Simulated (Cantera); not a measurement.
Predominance diagram of Mg at 800 K against the partial pressures of O2 and Br2 (log10, bar). Cantera with NASA thermochemical tables; ideal gases at 1 bar, condensed phases pure. Candidates: Mg(s), MgBr2(s), MgO(s). Only these pure phases compete in this equilibrium. Not in the tables: oxide halides.

```
log p(Br2) \ log p(O2)
        columns: -52, -49.5, -47, -44.4, -41.9, -39.4, -36.9, -34.3, -31.8, -29.3, -26.8, -24.2, -21.7, -19.2, -16.7, -14.1, -11.6, -9.1, -6.6, -4, -1.5, 1
      1  A A A A A A A A A A A A A A A A A A B B B B
   -1.7  A A A A A A A A A A A A A A A B B B B B B B
   -4.5  A A A A A A A A A A A A A B B B B B B B B B
   -7.2  A A A A A A A A A A A B B B B B B B B B B B
   -9.9  A A A A A A A A A B B B B B B B B B B B B B
  -12.6  A A A A A A A B B B B B B B B B B B B B B B
  -15.4  A A A A A B B B B B B B B B B B B B B B B B
  -18.1  A A B B B B B B B B B B B B B B B B B B B B
  -20.8  B B B B B B B B B B B B B B B B B B B B B B
  -23.5  B B B B B B B B B B B B B B B B B B B B B B
  -26.3  B B B B B B B B B B B B B B B B B B B B B B
    -29  B B B B B B B B B B B B B B B B B B B B B B
```

A: MgBr2(s); B: MgO(s).
